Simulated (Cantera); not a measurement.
**FeS + H2S + CO2 (roasting and sulfation)**

A closed system holds: 1 mol FeS, a varied amount of H2S, 0.04 mol CO2, at 973.15 K and 19.0 bar.

These are equilibrium values from Cantera (NASA tables, ideal gas, pure condensed phases), not measurements of a reactor. Candidate condensed phases: C, C6H6, C7H8, C8H18, Fe, Fe(CO)5, FeO, Fe(OH)2, Fe(OH)3, FeS, FeSO4, FeS2, Fe2O3, Fe2(SO4)3, Fe3O4, H2O, H2SO4, S; 127 gas species. FeS: taken at fixed stoichiometry. Gases not in the tables: S3 to S7. Rates play no part.

From 0.14 mol H2S to 0.32 mol H2S the condensed part is FeS(s) + FeS2(s). From 0.49 mol H2S to 1.7 mol H2S the condensed part is FeS(s).

```
n(H2S) (mol)  x H2S    x CO2   x H2O    x COS     x CO     x H2     x S2  n FeS(s)  n FeS2(s)
------------  -----  -------  ------  -------  -------  -------  -------  --------  ---------
0.14          0.703    0.164  0.0583   0.0387   0.0152  0.00874   0.0102     0.999   0.000659
0.32          0.827   0.0701  0.0424   0.0269   0.0106   0.0103   0.0102     1.000   0.000195
0.49          0.870   0.0427  0.0346   0.0211  0.00846   0.0110  0.00976      1.00          0
0.67          0.894   0.0289  0.0294   0.0173  0.00709   0.0116  0.00935      1.00          0
0.85          0.909   0.0212  0.0257   0.0147  0.00613   0.0120  0.00906      1.00          0
1             0.917   0.0171  0.0235   0.0131  0.00551   0.0122  0.00888      1.00          0
1.2           0.926   0.0133  0.0211   0.0115  0.00487   0.0125  0.00868      1.00          0
1.4           0.932   0.0107  0.0192   0.0102  0.00436   0.0127  0.00853      1.00          0
1.6           0.937  0.00879  0.0177  0.00915  0.00395   0.0128  0.00840      1.00          0
1.7           0.939  0.00804  0.0170  0.00871  0.00378   0.0129  0.00835      1.00          0
```
x: gas mole fraction; n: condensed amount in mol.
